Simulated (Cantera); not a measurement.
Input: 1 mol Si, 0.21 mol CO₂, 250 mol N₂, at 1975 K and 0.000140 bar.

Method: chemical equilibrium by Gibbs-energy minimisation in Cantera with the NASA 1993 tables (ideal gas, pure condensed phases). Candidate condensed phases: C, Si, SiC, SiO₂, Si₂N₂O, Si₃N₄; 34 gas species. The tables' values for SiN are old estimates; treat these amounts as uncertain. Rates play no part.

Base state: N₂ 0.995, Si 0.00313, SiO 0.000836, CO 0.000836, SiN 1.02e-5 (mole fractions); condensed: gas only.

Q: What changes in the equilibrium state with this change: pressure from 0.000140 bar to 0.0100 bar?

A: 
```tsv
species	before	after
N₂	0.995	0.996
Si	0.00313	0.00235
SiO	0.000836	0.00109
Si₂C	5.00e-8	5.79e-5
Si₂N	1.87e-7	6.35e-5
Si₂	4.15e-7	1.67e-5
SiC(s), mol	0	0.0486
```

Q: What changes in the equilibrium state with this change: N₂ from 250 to 2.2 mol?

A: 
| species | before | after |
|---|---|---|
| N₂ | 0.995 | 0.679 |
| Si | 0.00313 | 0.184 |
| SiO | 0.000836 | 0.0897 |
| CO | 0.000836 | 0.0399 |
| Si₃ | 1.22e-9 | 0.000249 |
| Si₂C | 5.00e-8 | 0.00454 |
| SiC₂ | <1e-9 | 2.65e-5 |
| SiC(s), mol | 0 | 0.0658 |

Q: What changes in the equilibrium state with this change: temperature from 1975 K to 1175 K?

A: 
```tsv
species	before	after
N₂	0.995	1.000
CO	0.000836	4.55e-5
SiO	0.000836	1.55e-8
Si	0.00313	<1e-9
SiN	1.02e-5	<1e-9
C(graphite), mol	0	0.0159
SiC(s), mol	0	0.183
Si₂N₂O(s), mol	0	0.409
```
N₂ is the only nitrogen source here; it is nearly inert below about 1500 K, so the nitride shown seldom forms there in practice. Mutual solubility and eutectic melting of coexisting phases are not modelled.
